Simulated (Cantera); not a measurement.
Input (Python, Cantera):

```python
import numpy as np
import cantera as ct

gas = ct.Solution("gri30.yaml")
gas.TPX = 475, 240000, {'CH4': 1, 'H2': 0.31, 'O2': 3.72, 'N2': 14}
inlet = ct.Reservoir(gas, clone=True)
gas.equilibrate("HP")  # start burning
reactor = ct.IdealGasConstPressureReactor(gas, energy="on", clone=False)
exhaust = ct.Reservoir(gas, clone=True)
tau = [0.4, 0.12, 0.038, 0.012, 0.0037, 0.0012, 0.00036, 0.00011, 3.5e-05, 1.1e-05, 3.3e-06][0]
for a, b in ((inlet, reactor), (reactor, exhaust)):
    ct.MassFlowController(a, b, mdot=lambda t: reactor.mass / tau)
net = ct.ReactorNet([reactor])
show = ['CH4', 'H2', 'O2', 'H2O2', 'H2O', 'C2H2', 'O']

rows = []
print(f"{'tau/s':>10s}{'T/K':>9s}" + "".join(f"{s:>11s}" for s in show))
for tau in [0.4, 0.12, 0.038, 0.012, 0.0037, 0.0012, 0.00036, 0.00011, 3.5e-05, 1.1e-05, 3.3e-06]:
    net.initial_time = 0.0
    net.advance(30 * tau)
    before = gas.X
    net.advance(40 * tau)
    drift = np.max(np.abs(gas.X - before) / (gas.X + 1e-9))
    rows.append([gas.T, *gas[show].X, drift])
    print(f"{tau:10.3e}{gas.T:9.1f}" + "".join(f"{x:11.3e}" for x in gas[show].X))
```

Result:

```
     tau/s      T/K        CH4         H2         O2       H2O2        H2O       C2H2          O
 4.000e-01   1779.6  2.637e-06  2.160e-05  8.279e-02  5.818e-08  1.221e-01  2.304e-10  2.875e-05
 1.200e-01   1778.2  6.590e-06  3.808e-05  8.280e-02  8.068e-08  1.220e-01  9.946e-10  4.688e-05
 3.800e-02   1775.3  1.446e-05  7.483e-05  8.282e-02  1.241e-07  1.218e-01  2.737e-09  8.755e-05
 1.200e-02   1769.6  3.067e-05  1.552e-04  8.291e-02  1.998e-07  1.214e-01  5.887e-09  1.752e-04
 3.700e-03   1758.1  6.588e-05  3.302e-04  8.321e-02  3.251e-07  1.208e-01  1.096e-08  3.595e-04
 1.200e-03   1736.3  1.406e-04  6.719e-04  8.398e-02  5.140e-07  1.197e-01  1.869e-08  6.905e-04
 3.600e-04   1688.6  3.511e-04  1.400e-03  8.622e-02  8.529e-07  1.177e-01  3.797e-08  1.229e-03
 1.100e-04   1551.0  1.727e-03  3.567e-03  9.619e-02  1.770e-06  1.119e-01  2.846e-07  1.085e-03
 3.500e-05    475.0  5.255e-02  1.629e-02  1.955e-01  2.321e-18  5.496e-15  4.830e-20  1.527e-23
 1.100e-05    475.0  5.255e-02  1.629e-02  1.955e-01  3.413e-20  8.083e-17  7.103e-22  2.012e-25
 3.300e-06    475.0  5.255e-02  1.629e-02  1.955e-01  2.038e-22  4.826e-19  4.241e-24  1.177e-27
```

Cantera simulation using GRI-Mech 3.0 (53 species, 325 reactions); the numbers are that mechanism's predictions, not measurements.
